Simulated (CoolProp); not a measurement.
Model: reference Helmholtz-energy equation of state, Akasaka 2022, in CoolProp.

Task: For R1233zd(E), give the phase and the cp (kJ/(kg K)), cv (kJ/(kg K)), speed of sound (m/s), isothermal compressibility (1/MPa) at 450 K and 16.2 MPa.

Result: 
- 450 K and 16.2 MPa: supercritical; cp 1.38, cv 0.983, speed of sound 383, isothermal compressibility 0.0101
